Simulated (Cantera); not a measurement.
Standard-state values (1 bar) from the NASA 1993 polynomials, evaluated with Cantera. Values are per mole of reaction as written; species without (g) are pure solids or liquids, kept so even where they would boil at 1 bar.

C + TaO2(g) → CO2(g) + Ta

```
T (K)    ΔH° (kJ)   ΔS° (J/K)    ΔG° (kJ)     log10 K
-----  ----------  ----------  ----------  ----------
300    (withheld)  (withheld)  (withheld)  (withheld)
1423   (withheld)  (withheld)  (withheld)  (withheld)
1523       -185.6       -20.8      -153.9        5.28
1623       -184.9       -20.4      -151.9        4.89
1723   (withheld)  (withheld)  (withheld)  (withheld)
1823   (withheld)  (withheld)  (withheld)  (withheld)
```

Task: Complete the blanks.

Result: 
- 300, ΔH° (kJ): -192.7
- 300, ΔS° (J/K): -30.7
- 300, ΔG° (kJ): -183.4
- 300, log10 K: 31.94
- 1423, ΔH° (kJ): -186.3
- 1423, ΔS° (J/K): -21.3
- 1423, ΔG° (kJ): -156.0
- 1423, log10 K: 5.73
- 1723, ΔH° (kJ): -184.2
- 1723, ΔS° (J/K): -19.9
- 1723, ΔG° (kJ): -149.8
- 1723, log10 K: 4.54
- 1823, ΔH° (kJ): -183.4
- 1823, ΔS° (J/K): -19.5
- 1823, ΔG° (kJ): -147.9
- 1823, log10 K: 4.24
